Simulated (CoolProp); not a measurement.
Properties of carbonyl sulfide at several states.

The numbers come from the reference Helmholtz-energy equation of state, Lemmon 2006 in CoolProp. It is a short technical equation, of lower accuracy than the large ones.

```
T (°C)  p (MPa)          phase  density (kg/m³)  cp (kJ/(kg K))  cv (kJ/(kg K))  Joule-Thomson coefficient (K/MPa)  isothermal compressibility (1/MPa)
------  -------  -------------  ---------------  --------------  --------------  ---------------------------------  ----------------------------------
333.25   0.0686            gas           0.8180          0.8557          0.7167                                [?]                               14.59
-86.85     0.11         liquid             1250           1.163          0.7277                            -0.4822                           0.0008790
337.05    0.867            gas            10.36          0.8657          0.7196                              4.087                               1.164
187.15     9.43  supercritical              [?]           1.330          0.7263                                [?]                              0.1539
```

Problem. Fill in the missing entries.

Solution. 
- 333.25, Joule-Thomson coefficient (K/MPa): 4.156
- 187.15, density (kg/m³): 212.0
- 187.15, Joule-Thomson coefficient (K/MPa): 7.129
